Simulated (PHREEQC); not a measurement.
A column of 0.5 m (30 cells, dispersivity 0.018 m, 60 s a shift, diffusion coefficient 3e-10 m²/s) holds 0.00047 eq of the database's cation exchanger X per kg of pore water, first in equilibrium with 9.2 mmol/kgw CdCl2, 0.9 mmol/kgw MgCl2 and 0.01 mmol/kgw HCl. It is flushed with 0.00054 mol/kgw CuCl2 and 1e-05 mol/kgw HCl, at 25 °C. Values are for the last cell. The system is closed to CO2. No solid was allowed to form.

Equilibrium calculation in PHREEQC: ion-association model, phreeqc.dat.

```tsv
pore volumes	Cu in solution (mol/kgw)	Mg in solution (mol/kgw)	Cd in solution (mol/kgw)	Cl in solution (mol/kgw)	MgX2 on the exchanger (mol/kgw)	CdX2 on the exchanger (mol/kgw)
0	0	0.000900	0.00920	0.0202	2.45e-5	0.000210
0.2167	0	0.000900	0.00920	0.0202	2.45e-5	0.000210
0.4167	1.69e-7	0.000900	0.00920	0.0202	2.45e-5	0.000210
0.6167	1.81e-5	0.000862	0.00879	0.0194	2.42e-5	0.000210
0.9167	0.000169	0.000534	0.00534	0.0121	2.11e-5	0.000207
1.117	0.000263	0.000283	0.00279	0.00668	1.79e-5	0.000201
1.317	0.000301	0.000131	0.00128	0.00343	1.48e-5	0.000186
1.517	0.000316	5.89e-5	0.000594	0.00195	1.16e-5	0.000162
1.717	0.000344	2.85e-5	0.000311	0.00138	8.21e-6	0.000128
1.917	0.000388	1.48e-5	0.000182	0.00118	5.24e-6	9.33e-5
2.117	0.000434	7.88e-6	0.000111	0.00112	3.07e-6	6.32e-5
2.417	0.000487	2.96e-6	5.22e-5	0.00109	1.23e-6	3.17e-5
2.617	0.000509	1.50e-6	3.05e-5	0.00109	6.36e-7	1.89e-5
2.817	0.000522	7.38e-7	1.74e-5	0.00109	3.17e-7	1.09e-5
3.017	0.000530	3.56e-7	9.71e-6	0.00109	1.54e-7	6.13e-6
```
